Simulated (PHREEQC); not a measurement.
0.76 g of hydrous ferric oxide (600 m²/g; 0.2 weak and 0.005 strong sites per Fe, Dzombak-Morel constants, diffuse double layer) in 1 kg of water with 0.005 mol/kgw of an inert sodium salt and 3.3e-05 mol Na2HAsO4, at 25 °C; the pH is set by adding NaOH or the inert anion's acid. Oxygen alone is held at its pressure in air (log pO2 = -0.68). The system is closed to CO2. Nothing may precipitate in this run.

Model: ion-association model, wateq4f.dat, run in PHREEQC.

Predict surface charge σ (C/m²), surface potential ψ (mV) at pH = 5, 7, 7.67, 8.33, 9.67.


```tsv
pH	surface charge σ (C/m²)	surface potential ψ (mV)
5	0.086	154
7	0.011	56
7.67	0.003	19
8.33	-0.003	-18
9.67	-0.024	-91
```

Species that the database lacks are ignored. The oxide is taken as insoluble; below pH 4 it would dissolve.
